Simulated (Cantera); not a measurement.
An isothermal, constant-pressure homogeneous reactor starts with CH4 : H2O = 1 : 0.88 (molar parts), at 1700 K and 6.60 bar. Integrator tolerance rtol = 1e-08.

Computed with Cantera and GRI-Mech 3.0 (53 species, 325 reactions).

Task: What does this change do: temperature 1700 to 1450 K?

Result: 
```
quantity                                              before                                     after
-----------------  -----------------------------------------  ----------------------------------------
x(CH4) at 60.0 s       0.0265 (gas-phase equilibrium 0.0265)      0.202 (gas-phase equilibrium 0.0339)
x(H2O) at 60.0 s     9.45e-5 (gas-phase equilibrium 7.96e-5)    0.159 (gas-phase equilibrium 0.000945)
x(H2O2) at 60.0 s      <1e-12 (gas-phase equilibrium <1e-12)     <1e-12 (gas-phase equilibrium <1e-12)
x(C2H) at 60.0 s   9.72e-10 (gas-phase equilibrium 9.71e-10)   2.76e-11 (gas-phase equilibrium <1e-12)
x(O) at 60.0 s         <1e-12 (gas-phase equilibrium <1e-12)     <1e-12 (gas-phase equilibrium <1e-12)
x(OH) at 60.0 s    3.30e-10 (gas-phase equilibrium 2.78e-10)  2.03e-8 (gas-phase equilibrium 9.87e-11)
x(C2H6) at 60.0 s    6.52e-6 (gas-phase equilibrium 6.51e-6)  0.000233 (gas-phase equilibrium 4.39e-6)
```
